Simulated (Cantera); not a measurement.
A closed system holds: 1 mol Cu, 4 mol F2, 29 mol H2, at 1398 K.

These are equilibrium values from Cantera (NASA tables, ideal gas, pure condensed phases), not measurements of a reactor. Candidate condensed phases: Cu, CuF2; 15 gas species. Equilibrium is a limit: real reactors are often held back by kinetics, nucleation or transport.

Question: What share of the Cu ends up in condensed phases as a function of P (Pa), at 1, 6.80, 46, 320, 2200, 15000, 100000?

Answer: 
| P (Pa) | Cu condensed (%) | as |
|---|---|---|
| 1 | 0.0 | - |
| 6.80 | 35.4 | Cu(l) |
| 46 | 90.5 | Cu(l) |
| 320 | 98.6 | Cu(l) |
| 2200 | 99.8 | Cu(l) |
| 15000 | 100.0 | Cu(l) |
| 100000 | 100.0 | Cu(l) |
